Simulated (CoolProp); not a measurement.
Aqueous potassium formate as a coolant, 40 % by mass, freezing at -35.0 °C, 1 atm.

Values from CoolProp's Melinder's fits for secondary coolants.

```json
[
 {"T (°C)": "-2.2", "conductivity (W/(m K))": "0.491", "density (kg/m³)": "1271", "cp (kJ/(kg K))": "2.839", "viscosity (mPa s)": "3.41"},
 {"T (°C)": "0.7", "conductivity (W/(m K))": "0.494", "density (kg/m³)": "1270", "cp (kJ/(kg K))": "2.844", "viscosity (mPa s)": "3.14"},
 {"T (°C)": "3.7", "conductivity (W/(m K))": "0.498", "density (kg/m³)": "1269", "cp (kJ/(kg K))": "2.849", "viscosity (mPa s)": "2.90"},
 {"T (°C)": "6.7", "conductivity (W/(m K))": "0.501", "density (kg/m³)": "1268", "cp (kJ/(kg K))": "2.854", "viscosity (mPa s)": "2.69"},
 {"T (°C)": "9.7", "conductivity (W/(m K))": "0.505", "density (kg/m³)": "1266", "cp (kJ/(kg K))": "2.859", "viscosity (mPa s)": "2.50"},
 {"T (°C)": "12.7", "conductivity (W/(m K))": "0.508", "density (kg/m³)": "1265", "cp (kJ/(kg K))": "2.865", "viscosity (mPa s)": "2.33"},
 {"T (°C)": "15.7", "conductivity (W/(m K))": "0.512", "density (kg/m³)": "1264", "cp (kJ/(kg K))": "2.870", "viscosity (mPa s)": "2.19"},
 {"T (°C)": "18.7", "conductivity (W/(m K))": "0.515", "density (kg/m³)": "1262", "cp (kJ/(kg K))": "2.875", "viscosity (mPa s)": "2.06"},
 {"T (°C)": "21.6", "conductivity (W/(m K))": "0.519", "density (kg/m³)": "1261", "cp (kJ/(kg K))": "2.881", "viscosity (mPa s)": "1.94"},
 {"T (°C)": "24.6", "conductivity (W/(m K))": "0.522", "density (kg/m³)": "1260", "cp (kJ/(kg K))": "2.886", "viscosity (mPa s)": "1.84"},
 {"T (°C)": "27.6", "conductivity (W/(m K))": "0.526", "density (kg/m³)": "1258", "cp (kJ/(kg K))": "2.892", "viscosity (mPa s)": "1.74"},
 {"T (°C)": "30.6", "conductivity (W/(m K))": "0.529", "density (kg/m³)": "1257", "cp (kJ/(kg K))": "2.898", "viscosity (mPa s)": "1.65"}
]
```
